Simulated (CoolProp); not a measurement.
A simple Rankine cycle with c-C4F8 (RC318): condensing at 295.15 K, boiler at 1.77 MPa, turbine inlet 368.1 K, turbine efficiency 0.75, pump efficiency 0.7, no recuperator. Each further row changes one setting.

Model: reference Helmholtz-energy equation of state, Platzer 1990, in CoolProp. This equation is an older, rougher fit; its heat capacities, sound speeds and derivatives of the liquid may be far off and weren't checked against measurements.

```tsv
case	thermal efficiency (%)	net work (kJ/kg)	heat in (kJ/kg)	turbine exit temperature (K)	volume ratio over the turbine
as stated	9.9	(withheld)	148	328.7	(withheld)
turbine inlet 388.1 K	(withheld)	16.7	171	352.8	7.33
condensing temperature 287.15 K	(withheld)	(withheld)	157	324.8	10.8
boiler pressure 1.24 MPa	8.4	13.3	157	341.2	4.88
turbine efficiency 0.65	8.5	12.6	148	(withheld)	(withheld)
```

Q: Complete the blanks.

A: 
- as stated, net work (kJ/kg): 14.7
- as stated, volume ratio over the turbine: 8.20
- turbine inlet 388.1 K, thermal efficiency (%): 9.8
- condensing temperature 287.15 K, thermal efficiency (%): 11.0
- condensing temperature 287.15 K, net work (kJ/kg): 17.2
- turbine efficiency 0.65, turbine exit temperature (K): 331.2
- turbine efficiency 0.65, volume ratio over the turbine: 8.28
